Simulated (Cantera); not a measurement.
Charge: 1 mol SiH2Cl2, 8.5 mol NH3, equilibrated at 10.0 mbar.

Equilibrium computed with Cantera from the NASA thermochemical tables; the gas is ideal and each condensed phase is pure. Candidate condensed phases: NH4Cl, Si, Si3N4; 28 gas species. The tables' values for SiCl, SiCl3, SiN are old estimates; treat these amounts as uncertain. Gases not in the tables: Si2H6 and higher silanes. Equilibrium is a limit: real reactors are often held back by kinetics, nucleation or transport.

**Question.** At 1948 K, list the 4 most abundant gas species with their mole fractions, and the condensed phases.

**Answer.** H2 0.679, N2 0.222, HCl 0.0681, SiCl2 0.0174. Condensed: Si(l).
